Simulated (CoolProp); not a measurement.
A simple Rankine cycle with R1336mzz(E): condensing at 294.15 K, boiler at 1.95 MPa, turbine inlet 409 K, turbine efficiency 0.65, pump efficiency 0.6, no recuperator. Each further row changes one setting.

Values from CoolProp's reference Helmholtz-energy equation of state, Akasaka 2023.

```json
[
 {"case": "as stated", "thermal efficiency (%)": "(withheld)", "net work (kJ/kg)": "23.8", "heat in (kJ/kg)": "224", "turbine exit temperature (K)": "355.7", "volume ratio over the turbine": "(withheld)"},
 {"case": "condensing temperature 286.15 K", "thermal efficiency (%)": "(withheld)", "net work (kJ/kg)": "27.0", "heat in (kJ/kg)": "(withheld)", "turbine exit temperature (K)": "(withheld)", "volume ratio over the turbine": "18.5"},
 {"case": "boiler pressure 1.36 MPa", "thermal efficiency (%)": "9.5", "net work (kJ/kg)": "22.2", "heat in (kJ/kg)": "233", "turbine exit temperature (K)": "368.1", "volume ratio over the turbine": "8.72"},
 {"case": "turbine efficiency 0.55", "thermal efficiency (%)": "8.8", "net work (kJ/kg)": "(withheld)", "heat in (kJ/kg)": "224", "turbine exit temperature (K)": "(withheld)", "volume ratio over the turbine": "14.0"}
]
```

Question: Fill in the missing entries.

Answer: 
- as stated, thermal efficiency (%): 10.6
- as stated, volume ratio over the turbine: 13.8
- condensing temperature 286.15 K, thermal efficiency (%): 11.5
- condensing temperature 286.15 K, heat in (kJ/kg): 234
- condensing temperature 286.15 K, turbine exit temperature (K): 351.4
- turbine efficiency 0.55, net work (kJ/kg): 19.8
- turbine efficiency 0.55, turbine exit temperature (K): 360.2
